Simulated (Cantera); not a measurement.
Cantera run:

```python
import numpy as np
import cantera as ct

gas_names = """
    H HO2 H2 H2O H2O2 O OH O2 O3 Si SiH SiH2 SiH3 SiH4 SiO SiO2 Si2 Si3
""".split()
cond_names = """
    H2O(s) H2O(L) Si(cr) Si(L) SiO2(Lqz) SiO2(hqz) SiO2(L)
""".split()


# ... load() reads the species with a 1 bar reference pressure and builds the phases ...
atoms = {
    'Si': {'Si': 1},
    'H2O': {'H': 2, 'O': 1},
    'H2': {'H': 2},
    'O2': {'O': 2},
}
top_T = {}  # K; cautious upper limits of use, not melting points


# ... equilibrate(T, P, feed) seeds the gas with the atoms and calls Mixture.equilibrate('TP', solver="vcs", rtol=1e-11, max_steps=5000) ...
results = []
feed = {'Si': 1, 'H2O': 0.21, 'H2': 16, 'O2': 0.31}  # mol
T = 973.15  # K
P = 101325  # Pa
mix = equilibrate(T, P, feed)
results.append((T, P, feed, dict(zip(mix.species_names, mix.species_moles))))
print(gas.report(threshold=0.001))
for i in range(1, mix.n_phases):
    print(f"{mix.phase(i).name:16s} {mix.phase_moles(i):12.5e} mol")
```

Output:

```
       temperature   973.15 K
          pressure   1.0132e+05 Pa
           density   0.025246 kg/m^3
  mean mol. weight   2.016 kg/kmol
   phase of matter   gas

                          1 kg             1 kmol
                     ---------------   ---------------
          enthalpy        9.8595e+06        1.9877e+07  J
   internal energy         5.846e+06        1.1786e+07  J
           entropy             81996        1.6531e+05  J/K
    Gibbs function       -6.9935e+07       -1.4099e+08  J
 heat capacity c_p             14954             30147  J/K
 heat capacity c_v             10830             21833  J/K

                      mass frac. Y      mole frac. X     chem. pot. / RT
                     ---------------   ---------------   ---------------
                H2           0.99999                 1           -17.425
     [  +17 minor]        6.1655e-06        3.8822e-07

Si(cr)            5.84994e-01 mol
SiO2(hqz)         4.15000e-01 mol
```

These are equilibrium values from Cantera (NASA tables, ideal gas, pure condensed phases), not measurements of a reactor.
